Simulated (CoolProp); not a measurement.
The numbers come from the reference Helmholtz-energy equation of state, McLinden 2020 in CoolProp.

Give the vapour pressure (MPa), enthalpy of vaporisation (kJ/kg), vapour Z of saturated R1336mzz(Z) at 247.5, 281.5 K.


```csv
T (K),p (MPa),enthalpy of vaporisation (kJ/kg),vapour Z
247.5,0.00608,190,0.993
281.5,0.0366,176,0.974
```
